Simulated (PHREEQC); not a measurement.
Make-up at 25 °C: 0.0038 mol/kgw (CH3)4NF and 0.22 mol/kgw H2SO4. Closed to the air; pH follows from the charge balance.

Equilibrium calculation in PHREEQC: ion-association model, phreeqc.dat.

### Question
The ionic strength comes out as 0.278 mol/kgw. What activity coefficients do F-, HSO4-, SO4-2, H+ get?

### Answer
F- 0.68, HSO4- 0.73, SO4-2 0.26, H+ 0.79.

Precipitation was switched off in this run. (CH3)4N+ isn't in the database: it is added as a free cation with an ion size of 4 Å.
